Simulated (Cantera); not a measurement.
Silicon etching in halogen gases: Si + HCl + H2

Input: 1 mol Si, a varied amount of HCl, 39 mol H2, equilibrated at 45000 Pa.

These are equilibrium values from Cantera (NASA tables, ideal gas, pure condensed phases), not measurements of a reactor. Candidate condensed phases: Si; 19 gas species. The tables' values for SiCl3 are old estimates. Rates play no part.

Q: Map the stable condensed phases over T = 350, 425, 500, 575, 650, 725, 800, 875, 950, 1025, 1100, 1175, 1250 °C and n(HCl) in mol = 2.8, 3.7, 4.9, 6.6, 8.8, 12, 16.

A: 
```
T in °C \ n(HCl) in mol
         2.8 3.7 4.9 6.6 8.8  12  16
   1250    A   A   A   B   B   B   B
   1175    A   A   A   B   B   B   B
   1100    A   A   A   B   B   B   B
   1025    A   A   A   B   B   B   B
    950    A   A   B   B   B   B   B
    875    A   A   B   B   B   B   B
    800    A   A   B   B   B   B   B
    725    A   A   B   B   B   B   B
    650    A   B   B   B   B   B   B
    575    A   B   B   B   B   B   B
    500    A   B   B   B   B   B   B
    425    A   B   B   B   B   B   B
    350    A   B   B   B   B   B   B
```
A: Si; B: gas only.
